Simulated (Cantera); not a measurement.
A Cantera script and its output.

```python
import numpy as np
import cantera as ct

gas = ct.Solution("gri30.yaml")
gas.TPX = 1550, 13000, {'CH4': 1, 'H2O': 0.43, 'H2': 1.8}
reactor = ct.IdealGasConstPressureReactor(gas, energy="off", clone=False)
net = ct.ReactorNet([reactor])
net.rtol, net.atol = 1e-08, 1e-18
show = ['CH4', 'H2O', 'H2', 'OH', 'H2O2', 'HCO']
times = np.geomspace(7e-06, 100, 12)

steps = ct.SolutionArray(gas, extra=["t"])
rows = []
print(f"{'t/s':>10s}{'T/K':>9s}{'P/Pa':>11s}" + "".join(f"{s:>11s}" for s in show))
for t in times:
    while net.time < t:
        t_next = net.step()
        steps.append(gas.state, t=t_next)
    rows.append([np.interp(t, steps.t, y) for y in (steps.T, steps.P, *steps(*show).X.T)])
    print(f"{t:10.3e}{rows[-1][0]:9.1f}{rows[-1][1]:11.4g}" + "".join(f"{x:11.3e}" for x in rows[-1][2:]))
rate = np.gradient(steps.T, steps.t)
print("integrator steps:", len(steps.t))
if steps.T.max() > steps.T[0] + 200:
    print(f"time of steepest temperature rise: {steps.t[rate.argmax()]:.4e} s")
gas.TPX = 1550, 13000, {'CH4': 1, 'H2O': 0.43, 'H2': 1.8}
gas.equilibrate("TP")
print(f"equilibrium (TP): T = {gas.T:.1f} K  " + "  ".join(f"{s} {gas[s].X[0]:.3e}" for s in show))
```

Output:

```
       t/s      T/K       P/Pa        CH4        H2O         H2         OH       H2O2        HCO
 7.000e-06   1550.0    1.3e+04  3.096e-01  1.331e-01  5.573e-01  1.110e-09  7.704e-20  1.684e-20
 3.130e-05   1550.0    1.3e+04  3.096e-01  1.331e-01  5.573e-01  3.824e-09  1.283e-18  5.189e-18
 1.400e-04   1550.0    1.3e+04  3.096e-01  1.331e-01  5.573e-01  1.593e-08  2.694e-17  1.893e-15
 6.258e-04   1550.0    1.3e+04  3.095e-01  1.331e-01  5.573e-01  6.770e-08  5.180e-16  6.649e-13
 2.798e-03   1550.0    1.3e+04  3.090e-01  1.331e-01  5.575e-01  2.097e-07  5.045e-15  7.471e-11
 1.251e-02   1550.0    1.3e+04  3.061e-01  1.329e-01  5.592e-01  3.008e-07  1.038e-14  2.886e-10
 5.595e-02   1550.0    1.3e+04  2.920e-01  1.315e-01  5.692e-01  3.009e-07  1.040e-14  2.817e-10
 2.502e-01   1550.0    1.3e+04  2.404e-01  1.261e-01  6.066e-01  2.970e-07  1.013e-14  2.419e-10
 1.119e+00   1550.0    1.3e+04  1.295e-01  1.131e-01  6.877e-01  2.956e-07  1.002e-14  1.663e-10
 5.002e+00   1550.0    1.3e+04  4.027e-02  9.210e-02  7.599e-01  2.876e-07  9.473e-15  2.030e-10
 2.236e+01   1550.0    1.3e+04  2.062e-02  5.102e-02  7.998e-01  1.658e-07  3.150e-15  6.375e-10
 1.000e+02   1550.0    1.3e+04  1.334e-02  8.534e-03  8.321e-01  2.752e-08  8.679e-17  1.180e-09
integrator steps: 1230
equilibrium (TP): T = 1550.0 K  CH4 1.177e-02  H2O 1.906e-07  H2 8.386e-01  OH 6.152e-13  H2O2 4.338e-26  HCO 1.300e-09
```

Computed with Cantera and GRI-Mech 3.0 (53 species, 325 reactions). GRI-Mech 3.0 stops at C3 and has no aromatics, soot or wall deposition, so with more carbon than oxygen in the feed, carbon stays in small species such as C2H2 where larger ones or solid carbon would form.
